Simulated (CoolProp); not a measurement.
Vapour-liquid equilibrium of CH2F2 (R32) (1) + R142b (2) at 3.62 bar; x and y are mole fractions of (1).

The numbers come from the multi-fluid Helmholtz-energy mixture model, Tillner-Roth 1997 and Lemmon 2006; pair parameters Bell 2016 in CoolProp.

Task: Give the bubble temperature and the first vapour's composition at x = 0.275, 0.725, 0.875. Is there an azeotrope?

Result: x = 0.275: -0.1 °C, y = 0.685; x = 0.725: -17.4 °C, y = 0.923; x = 0.875: -20.6 °C, y = 0.963. No azeotrope shows between x = 0.05 and 0.95.

The pair parameters rest on a limited set of measurements; away from them the model extrapolates.
